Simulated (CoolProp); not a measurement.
C3F8 (R218) along the isotherm -27.75 °C: fugacity coefficient from the reference equation and from simpler models built on Tc = 71.9 °C, pc = 2.640 MPa, ω = 0.317; each cubic takes its own stable root.

Computed with CoolProp (reference Helmholtz-energy equation of state, Lemmon 2006). It is a short technical equation, of lower accuracy than the large ones.

```json
[
 {"p (MPa)": "0.0632", "phase": "gas", "reference": "0.9733"},
 {"p (MPa)": "0.0928", "phase": "gas", "reference": "0.9607"},
 {"p (MPa)": "0.136", "phase": "gas", "reference": "0.9422"},
 {"p (MPa)": "0.2", "phase": "liquid", "reference": "0.7036"},
 {"p (MPa)": "0.294", "phase": "liquid", "reference": "0.4812"},
 {"p (MPa)": "0.431", "phase": "liquid", "reference": "0.3309"},
 {"p (MPa)": "0.632", "phase": "liquid", "reference": "0.2283"},
 {"p (MPa)": "0.928", "phase": "liquid", "reference": "0.1582"},
 {"p (MPa)": "1.36", "phase": "liquid", "reference": "0.1107"},
 {"p (MPa)": "2", "phase": "liquid", "reference": "0.07814"},
 {"p (MPa)": "2.94", "phase": "liquid", "reference": "0.05614"},
 {"p (MPa)": "4.31", "phase": "liquid", "reference": "0.04145"},
 {"p (MPa)": "6.32", "phase": "liquid", "reference": "0.03173"},
 {"p (MPa)": "9.28", "phase": "liquid", "reference": "0.02559"},
 {"p (MPa)": "13.6", "phase": "liquid", "reference": "0.02230"},
 {"p (MPa)": "20", "phase": "liquid", "reference": "0.02168"}
]
```

Task: How far does each simpler model (van der Waals, Redlich-Kwong, Soave-Redlich-Kwong, Peng-Robinson) lie from the reference over these 16 states: mean and median of the absolute difference, and the worst?

Result: 
- van der Waals: mean 214.4 %, median 248.7 %, worst +501.5 % at -27.75 °C and 20 MPa
- Redlich-Kwong: mean 58.2 %, median 71.4 %, worst +85.1 % at -27.75 °C and 20 MPa
- Soave-Redlich-Kwong: mean 1.8 %, median 1.2 %, worst +5.4 % at -27.75 °C and 20 MPa
- Peng-Robinson: mean 1.5 %, median 0.4 %, worst -8.2 % at -27.75 °C and 20 MPa

At some of these states van der Waals, Redlich-Kwong gives the other phase, because its saturation line lies elsewhere.
